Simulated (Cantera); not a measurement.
Feed: 1 mol CS₂, 0.042 mol SO₂, 0.12 mol H₂, at 0.000160 bar.

Equilibrium computed with Cantera from the NASA thermochemical tables; the gas is ideal and each condensed phase is pure. Candidate condensed phases: C, C₆H₆, C₇H₈, C₈H₁₈, H₂O, H₂SO₄, S; 123 gas species. The numbers say what is thermodynamically allowed, not how fast it happens. All values below are at 1625 °C.

Base state: CS 0.389, S₂ 0.227, CS₂ 0.186, H₂ 0.0638, S 0.0593, CO 0.0527, H 0.0156, SH 0.00677 (mole fractions); condensed: gas only.

Task: What changes in the equilibrium state with this change: 1.6 mol CO₂ added?

Result: 
```tsv
species	before	after
CO	0.0527	0.609
S₂	0.227	0.173
SO	3.02e-9	0.0682
CS	0.389	1.52e-7
CS₂	0.186	6.32e-8
SO₂	<1e-9	0.0326
CO₂	<1e-9	0.0303
H₂	0.0638	0.0194
H	0.0156	0.00860
S	0.0593	0.0517
H₂O	<1e-9	0.00405
S₂O	<1e-9	0.000254
OH	<1e-9	0.000147
O	<1e-9	4.91e-5
COS	8.95e-6	9.02e-5
```
